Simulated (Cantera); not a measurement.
A perfectly stirred reactor is fed with H2 : O2 : N2 = 1 : 0.385 : 1.12 (molar parts), equivalence ratio 1.3, at 100000 Pa; it is adiabatic with a 598 K inlet, and is followed from long to short residence time, starting on the burning branch (τ in s: 0.31, 0.11, 0.041, 0.015, 0.0055, 0.002, 0.00074, 0.00027, 0.0001, 3.6e-05).

Detailed kinetics in Cantera: the H2/O2 subset of GRI-Mech 3.0, which has no nitrogen chemistry.

Question: What does this change do: pressure from 100000 Pa to 1200000 Pa?

Answer: 
| quantity | before | after |
|---|---|---|
| blow-out, bracketed by the residence times tried | burning at 36.0 µs, the shortest tried | burning at 36.0 µs, the shortest tried |
| x(H2) at τ = 0.310 s | 0.109 | 0.108 |
| x(O2) at τ = 0.310 s | 0.00144 | 0.000325 |
| x(HO2) at τ = 0.310 s | 9.17e-7 | 7.28e-7 |
| x(H2O) at τ = 0.310 s | 0.341 | 0.354 |
| x(H2O2) at τ = 0.310 s | 1.24e-7 | 2.61e-7 |
| x(H2) at τ = 2.00 ms | 0.110 | 0.108 |
| x(O2) at τ = 2.00 ms | 0.00288 | 0.000386 |
| x(HO2) at τ = 2.00 ms | 1.63e-6 | 8.31e-7 |
| x(H2O) at τ = 2.00 ms | 0.331 | 0.353 |
| x(H2O2) at τ = 2.00 ms | 1.61e-7 | 2.84e-7 |
The hydrogen kinetics of GRI-Mech 3.0 are dated; newer H2 mechanisms differ, most at raised pressure. The pressure lies above the range GRI-Mech 3.0 was tuned for (to about 10 atm).
